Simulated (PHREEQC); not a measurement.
A made-up water analysis in mg/L, 20 °C, pH 6.03, pe -1.6:

```json
[
 {"constituent": "Na", "mg/L": "0.0191"},
 {"constituent": "K", "mg/L": "0.00073"},
 {"constituent": "Ca", "mg/L": "0.0219"},
 {"constituent": "Mg", "mg/L": "0.0134"},
 {"constituent": "Cl", "mg/L": "0.0267"},
 {"constituent": "S(6) as SO4", "mg/L": "0.0547"},
 {"constituent": "Alkalinity as HCO3", "mg/L": "0.0684"},
 {"constituent": "Zn", "mg/L": "3.04e-05"},
 {"constituent": "F", "mg/L": "2.23e-05"},
 {"constituent": "Mn(2)", "mg/L": "1.74e-05"},
 {"constituent": "Ba", "mg/L": "0.000223"},
 {"constituent": "B", "mg/L": "0.000598"},
 {"constituent": "Fe(2)", "mg/L": "4.18e-05"}
]
```

Cl is adjusted to close the charge balance.
Valence states are taken as typed.

All values are PHREEQC results (ion-association model, wateq4f.dat), not measurements.

No solid was allowed to form.

Q: Predict the ionic strength.

A: ionic strength 5.66e-6 mol/kgw.

Q: In which forms is C present?

A: CO2 69 %, HCO3- 31 % of the C.

Complexes and solids missing from the database can't appear. Real BF4- forms and hydrolyses slowly; the run takes it at equilibrium. Fluoro complexes past AlF4- and FeF3 are missing from the database.
